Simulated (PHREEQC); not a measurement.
PHREEQC input (Pitzer model, pitzer.dat):

```
SOLUTION 1
  temp 25
  units mol/kgw
  pH 7 charge
  Cl 0.9536
  K 0.45
  Na 0.0056
  Mg 0.099
  Sr 0.15
END
USE solution 1
INCREMENTAL_REACTIONS false
REACTION 1
  H2O -1
  0 9.886 18.011 24.689 30.178 34.689 38.397 41.444
  43.949 46.007 47.699 49.089 50.232 51.172 51.944 52.578 moles
EQUILIBRIUM_PHASES 1
  Bischofite 0 0
  Brucite 0 0
  Carnallite 0 0
  Halite 0 0
  Sylvite 0 0
  MgCl2_4H2O 0 0
SELECTED_OUTPUT 1
  -reset false
  -pH true
  -pe true
  -ionic_strength true
  -water true
  -activities H2O
  -totals Cl K Mg Na Sr
  -molalities H+ Na+ K+ Mg+2 Sr+2 Cl- OH- MgOH+
  -equilibrium_phases Bischofite Brucite Carnallite Halite Sylvite MgCl2_4H2O
PRINT
  -reset false
END
```

Selected output (columns that matter, 12 of 16 rows; water left (kg) added in front):

```
water left (kg)	pH	mu	Cl	K	Mg	Na	Sr	m_H+	m_Na+	m_K+	m_Mg+2	m_Sr+2	la_H2O	Sylvite
1	6.6357	1.2026	0.9536	0.45	0.099	0.0056	0.15	2.6755e-07	0.0056	0.45	0.099	0.15	-0.011691	0
0.821894	6.5876	1.4632	1.1602	0.54752	0.12045	0.0068135	0.18251	2.8339e-07	0.0068135	0.54752	0.12045	0.18251	-0.014383	0
0.555203	6.4574	2.166	1.7176	0.81051	0.17831	0.010086	0.27017	3.2598e-07	0.010086	0.81051	0.17831	0.27017	-0.022062	0
0.456313	6.3685	2.6355	2.0898	0.98616	0.21696	0.012272	0.32872	3.5658e-07	0.012272	0.98616	0.21696	0.32872	-0.027566	0
0.375043	6.2577	3.2066	2.5426	1.1999	0.26397	0.014932	0.39995	3.9781e-07	0.014932	1.1999	0.26397	0.39995	-0.034704	0
0.253345	5.9478	4.7469	3.764	1.7762	0.39077	0.022104	0.59208	5.378e-07	0.022104	1.7762	0.39077	0.59208	-0.056518	0
0.208215	5.7362	5.7758	4.5799	2.1612	0.47547	0.026895	0.72041	6.5925e-07	0.026895	2.1612	0.47547	0.72041	-0.073238	0
0.140655	5.303	7.6648	5.8945	2.3141	0.70385	0.039814	1.0664	1.0148e-06	0.039814	2.3141	0.70385	1.0664	-0.10622	0.12451
0.115613	5.1003	8.4064	6.2526	1.8967	0.85631	0.048438	1.2974	1.2392e-06	0.048438	1.8967	0.85631	1.2974	-0.11946	0.23072
0.0950203	4.8468	9.3809	6.7604	1.4605	1.0419	0.058935	1.5786	1.5563e-06	0.058935	1.4605	1.0419	1.5786	-0.13963	0.31122
0.0641769	4.1055	12.393	8.5129	0.66585	1.5426	0.087259	2.3373	2.7844e-06	0.087259	0.66585	1.5426	2.3373	-0.21994	0.40727
0.0527548	3.5684	14.648	9.9279	0.38184	1.8766	0.10615	2.8433	4.0582e-06	0.10615	0.38184	1.8766	2.8433	-0.29617	0.42986
```
